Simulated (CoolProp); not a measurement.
Computed with CoolProp (reference Helmholtz-energy equation of state, Smukala 2000).

Give the vapour pressure (bar), vapour density (kg/m³), enthalpy of vaporisation (kJ/kg), liquid cp (kJ/(kg K)) of saturated ethylene at 184.3, 222.6, 228.1 K.


| T (K) | p (bar) | vapour density (kg/m³) | enthalpy of vaporisation (kJ/kg) | liquid cp (kJ/(kg K)) |
|---|---|---|---|---|
| 184.3 | 2.26 | 4.39 | 460 | 2.45 |
| 222.6 | 10.4 | 19.0 | 385 | 2.73 |
| 228.1 | 12.4 | 22.8 | 371 | 2.81 |
